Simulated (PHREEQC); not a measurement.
Make-up at 59 °C: 63 mmol/kgw HF and 13 mmol/kgw (CH3)4NF. Closed to the air; pH follows from the charge balance.

Computed with PHREEQC (ion-association model, wateq4f.dat).

Precipitation was switched off in this run.

Q: Estimate the pH, ionic strength.

A: pH 2.75; ionic strength 0.0150 mol/kgw.

Q: In which forms is F present?

A: HF 71 %, F- 16 %, HF2- 7.6 %, H2F2 5.5 % of the F.

Species that the database lacks are ignored. (CH3)4N+ isn't in the database: it is added as a free cation with an ion size of 4 Å. wateq4f.dat counts part of the HF as a dimer, H2F2, which phreeqc.dat doesn't know; its constant is uncertain. At this temperature some constants are extrapolated from 25 °C, and those without enthalpy data are left unchanged.
